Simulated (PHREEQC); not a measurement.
Dissolve 0.0042 mol/kgw NH4Cl and 0.12 mol/kgw Na2HPO4 at 25 °C. Closed to the air; pH follows from the charge balance.

Computed with PHREEQC (ion-association model, phreeqc.dat).

```json
[
 {"quantity": "pH", "before": "8.79", "after": "8.12"},
 {"quantity": "ionic strength (mol/kgw)", "before": "0.339", "after": "0.339"},
 {"quantity": "Na+ (mol/kgw)", "before": "0.228", "after": "0.228"},
 {"quantity": "HPO4-2 (mol/kgw)", "before": "0.107", "after": "0.104"},
 {"quantity": "NaHPO4- (mol/kgw)", "before": "0.0119", "after": "0.0116"},
 {"quantity": "NH4+ (mol/kgw)", "before": "0.00349", "after": "0.00399"}
]
```

**Question.** Name the change that produced these shifts.
A. Na2HPO4 from 0.12 to 0.108 mol/kgw
B. Na2HPO4 from 0.12 to 0.6 mol/kgw
C. NH4Cl replaced by NH4HSO4 at the same molality
D. diluted 100-fold with water
E. Na2HPO4 from 0.12 to 0.012 mol/kgw

**Answer.** C, NH4Cl replaced by NH4HSO4 at the same molality

This is a speciation only: nothing precipitates in the calculation.
